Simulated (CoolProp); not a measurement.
Saturation properties of isobutane.

Values from CoolProp's reference Helmholtz-energy equation of state, Bücker 2006.

```
T (K)  p (MPa)  enthalpy of vaporisation (kJ/kg)  vapour Z
-----  -------  --------------------------------  --------
290.4   0.2778                             337.2    0.9158
299.3   0.3626                             327.7    0.8986
308.2   0.4654                             317.5    0.8794
317.2   0.5900                             306.5    0.8577
326.1   0.7359                             294.8    0.8339
335     0.9069                             282.2    0.8075
344      1.108                             268.2    0.7780
352.9    1.337                             253.0    0.7456
361.8    1.599                             236.1    0.7094
370.8    1.901                             216.6    0.6681
379.7    2.240                             194.2    0.6212
388.6    2.622                             167.0    0.5658
```

It boils at 261.4 K under 1 atm.
